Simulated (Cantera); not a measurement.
An isothermal, constant-pressure homogeneous reactor starts with CO : O₂ : H₂O : N₂ = 0.0062 : 0.02 : 0.0066 : 1 (molar parts), equivalence ratio 0.15, at 1125 K and 10.0 bar.

Detailed kinetics in Cantera: GRI-Mech 3.0 (53 species, 325 reactions).

x: mole fraction; the columns are a selection and need not sum to one.

```csv
t (s),x CO,x O₂,x H₂O,x HO₂,x H₂,x NO
0.000100,0.00600,0.0194,0.00639,7.05e-10,5.00e-12,<1e-12
0.000285,0.00600,0.0194,0.00639,4.75e-9,3.99e-11,<1e-12
0.000811,0.00600,0.0194,0.00639,2.62e-8,3.19e-10,<1e-12
0.00231,0.00600,0.0194,0.00639,___,___,<1e-12
0.00658,0.00594,0.0193,0.00639,3.39e-6,4.45e-7,<1e-12
0.0187,0.00547,0.0191,0.00639,4.01e-6,4.10e-6,1.56e-11
0.0534,0.00433,0.0185,0.00639,3.63e-6,6.71e-6,1.12e-10
0.152,0.00241,0.0176,0.00640,2.67e-6,4.24e-6,4.65e-10
0.433,___,0.0168,0.00641,___,___,8.28e-10
1.23,0.000113,0.0165,0.00641,3.54e-7,1.79e-7,8.29e-10
3.51,6.84e-6,0.0164,0.00641,3.96e-8,1.47e-8,2.16e-9
10.0,1.37e-10,0.0164,0.00641,3.64e-10,3.70e-11,9.71e-9
```

Task: Complete the blanks.

Result: 
- 0.00231, x HO₂: 2.15e-7
- 0.00231, x H₂: 4.51e-9
- 0.433, x CO: 0.000720
- 0.433, x HO₂: 1.28e-6
- 0.433, x H₂: 1.16e-6
